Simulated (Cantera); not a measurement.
# Stirred combustor or abatement burner

A perfectly stirred reactor is fed with CH4 : C2H6 : O2 : N2 = 1 : 0.037 : 1.77 : 13.1 (molar parts), equivalence ratio 1.2, at 0.610 bar; it is adiabatic with a 575 K inlet, and is followed from long to short residence time, starting on the burning branch (τ in s: 0.18, 0.077, 0.032, 0.013, 0.0054, 0.0022, 0.00093, 0.00039, 0.00016, 6.6e-05).

Computed with Cantera and GRI-Mech 3.0 (53 species, 325 reactions).

```tsv
τ (s)	T (K)	x CH4	x C2H6	x O2	x NO2	x CH3	x NO	x CO2
0.18	1721	4.74e-5	1.55e-7	0.000169	3.00e-10	2.03e-5	7.46e-5	0.0408
0.077	1716	5.54e-5	2.48e-7	0.000279	4.22e-10	2.64e-5	8.12e-5	0.0407
0.032	1709	7.79e-5	4.34e-7	0.000492	5.91e-10	3.79e-5	8.55e-5	0.0404
0.013	1699	0.000127	8.27e-7	0.000908	8.07e-10	5.95e-5	8.55e-5	0.0399
0.0054	1683	0.000230	1.68e-6	0.00171	1.04e-9	9.90e-5	7.79e-5	0.0388
0.0022	1654	0.000496	4.06e-6	0.00358	1.26e-9	0.000183	5.75e-5	0.0361
0.00093	575	0.0629	0.00233	0.111	<1e-12	<1e-12	<1e-12	<1e-12
0.00039	575	0.0629	0.00233	0.111	<1e-12	<1e-12	<1e-12	<1e-12
0.00016	575	0.0629	0.00233	0.111	<1e-12	<1e-12	<1e-12	<1e-12
6.6e-5	575	0.0629	0.00233	0.111	<1e-12	<1e-12	<1e-12	<1e-12
```
x: mole fraction; the columns are a selection and need not sum to one.
